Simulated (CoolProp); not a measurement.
Saturation properties of n-undecane.

Values from CoolProp's reference Helmholtz-energy equation of state, Aleksandrov 2011. It is a short technical equation, of lower accuracy than the large ones.

| T (K) | p (kPa) | enthalpy of vaporisation (kJ/kg) | vapour Z |
|---|---|---|---|
| 384.4 | 7.087 | 313.4 | 0.9889 |
| 404.2 | 15.00 | 302.6 | 0.9814 |
| 424 | 29.08 | 291.6 | 0.9706 |
| 443.8 | 52.40 | 280.3 | 0.9560 |
| 463.6 | 88.74 | 268.4 | 0.9370 |
| 483.5 | 142.9 | 255.7 | 0.9126 |
| 503.3 | 219.7 | 242.2 | 0.8826 |
| 523.1 | 325.2 | 227.4 | 0.8459 |
| 542.9 | 466.1 | 211.0 | 0.8014 |
| 562.7 | 650.4 | 192.3 | 0.7476 |
| 582.6 | 888.6 | 170.1 | 0.6813 |

It boils at 468.9 K under 1 atm.
